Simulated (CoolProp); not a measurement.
Vapour-liquid equilibrium of CH2F2 (R32) (1) + R143a (2) at 1.49 bar; x and y are mole fractions of (1).

Computed with CoolProp (multi-fluid Helmholtz-energy mixture model, Tillner-Roth 1997 and Lemmon and Jacobsen 2000; pair parameters Bell 2016).

| x | bubble temperature, mixture model (K) | bubble temperature, Raoult's law (K) | y, mixture model | y, Raoult's law |
|---|---|---|---|---|
| 0.05 | (withheld) | 234.1 | 0.082 | 0.062 |
| 0.2 | 231.5 | 233.2 | (withheld) | 0.239 |
| 0.35 | 230.2 | 232.4 | 0.432 | 0.404 |
| 0.5 | 229.3 | 231.7 | 0.558 | 0.557 |
| 0.65 | 228.9 | 230.9 | 0.674 | 0.700 |
| 0.8 | 228.8 | 230.3 | 0.795 | 0.834 |
| 0.95 | (withheld) | 229.6 | 0.941 | 0.960 |

Task: Fill in the missing entries.

Result: 
- 0.05, bubble temperature, mixture model (K): 233.5
- 0.2, y, mixture model: 0.281
- 0.95, bubble temperature, mixture model (K): 229.1

The largest gap from Raoult's law is -2.4 K in bubble temperature, at x = 0.5. y crosses x between x = 0.65 and 0.8: the model has an azeotrope there.

The pair parameters rest on a limited set of measurements; away from them the model extrapolates.
